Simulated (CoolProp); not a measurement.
Computed with CoolProp (reference Helmholtz-energy equation of state, Zhou 2016).

**Question.** Give the vapour pressure (MPa), enthalpy of vaporisation (kJ/kg), liquid cp (kJ/(kg K)), vapour Z of saturated R245ca at 305.9 K.

**Answer.** 
```tsv
T (K)	p (MPa)	enthalpy of vaporisation (kJ/kg)	liquid cp (kJ/(kg K))	vapour Z
305.9	0.134	200	1.39	0.953
```
